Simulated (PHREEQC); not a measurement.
Solution (25 °C): 60 mmol/kgw CsOH, 27 mmol/kgw NaAlO2 and 1.9 mmol/kgw Na2CO3. Closed to the air; pH follows from the charge balance.

All values are PHREEQC results (ion-association model, wateq4f.dat), not measurements.

This is a speciation only: nothing precipitates in the calculation.

Problem. Order these C species by the share of C that they hold, largest first: CO3-2, HCO3-, NaCO3-.

Solution. CO3-2 (82 %), NaCO3- (18 %), HCO3- (0.19 %)

The pH is 12.66 and the ionic strength 0.0920 mol/kgw. The solution is supersaturated, for example in Gibbsite (slow to form), so a real one may precipitate; this is no full list. Complexes and solids missing from the database can't appear.
